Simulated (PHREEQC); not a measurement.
Solution (20 °C): 0.017 mol HF and 0.0071 mol NaF per kg of water. Closed to the air; pH follows from the charge balance.

Equilibrium calculation in PHREEQC: ion-association model, phreeqc.dat.

No solid was allowed to form.

Problem. Predict the pH.

Solution. pH 2.83.

Problem. In which forms is F present?

Solution. HF 62 %, F- 34 %, HF2- 3.8 % of the F.
